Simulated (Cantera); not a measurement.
# BN + Cl2 + H2 (nitride etching)

A closed system holds: 1 mol BN, a varied amount of Cl2, 33 mol H2, held at 1323.15 K and 0.0240 Torr.

These are equilibrium values from Cantera (NASA tables, ideal gas, pure condensed phases), not measurements of a reactor. Candidate condensed phases: B, BN, NH4Cl; 21 gas species. The tables' values for BCl2, BCl are old estimates; treat these amounts as uncertain. Gases not in the tables: BHCl2. The numbers say what is thermodynamically allowed, not how fast it happens.

From 2.7 mol Cl2 to 20 mol Cl2 the condensed part is BN(s). At 30 mol Cl2 nothing is condensed. The share of B in condensed phases is highest at 2.7 mol Cl2 (99.6 %) and lowest at 30 mol Cl2 (0.0 %).

```json
[
 {"n(Cl2) (mol)": "2.7", "log p HCl": "-5.32", "log p H2": "-4.57", "log p BCl3": "-8.93", "log p N2": "-8.75", "log p Cl": "-8.91", "log p H": "-8.08", "log p BCl2": "-9.74", "log p BCl": "-8.66", "n BN(s)": "0.996"},
 {"n(Cl2) (mol)": "4", "log p HCl": "-5.16", "log p H2": "-4.60", "log p BCl3": "-8.52", "log p N2": "-8.53", "log p Cl": "-8.74", "log p H": "-8.10", "log p BCl2": "-9.50", "log p BCl": "-8.60", "n BN(s)": "0.993"},
 {"n(Cl2) (mol)": "6", "log p HCl": "-5.01", "log p H2": "-4.65", "log p BCl3": "-8.11", "log p N2": "-8.26", "log p Cl": "-8.56", "log p H": "-8.13", "log p BCl2": "-9.28", "log p BCl": "-8.55", "n BN(s)": "0.987"},
 {"n(Cl2) (mol)": "9", "log p HCl": "-4.87", "log p H2": "-4.74", "log p BCl3": "-7.72", "log p N2": "-7.94", "log p Cl": "-8.37", "log p H": "-8.17", "log p BCl2": "-9.07", "log p BCl": "-8.53", "n BN(s)": "0.970"},
 {"n(Cl2) (mol)": "13", "log p HCl": "-4.75", "log p H2": "-4.85", "log p BCl3": "-7.35", "log p N2": "-7.61", "log p Cl": "-8.19", "log p H": "-8.23", "log p BCl2": "-8.88", "log p BCl": "-8.52", "n BN(s)": "0.930"},
 {"n(Cl2) (mol)": "20", "log p HCl": "-4.63", "log p H2": "-5.09", "log p BCl3": "-6.86", "log p N2": "-7.15", "log p Cl": "-7.95", "log p H": "-8.35", "log p BCl2": "-8.63", "log p BCl": "-8.51", "n BN(s)": "0.764"},
 {"n(Cl2) (mol)": "30", "log p HCl": "-4.54", "log p H2": "-5.64", "log p BCl3": "-6.30", "log p N2": "-6.60", "log p Cl": "-7.59", "log p H": "-8.62", "log p BCl2": "-8.43", "log p BCl": "-8.66", "n BN(s)": "0"}
]
```
log p: log10 of the partial pressure in bar; n: condensed amount in mol.
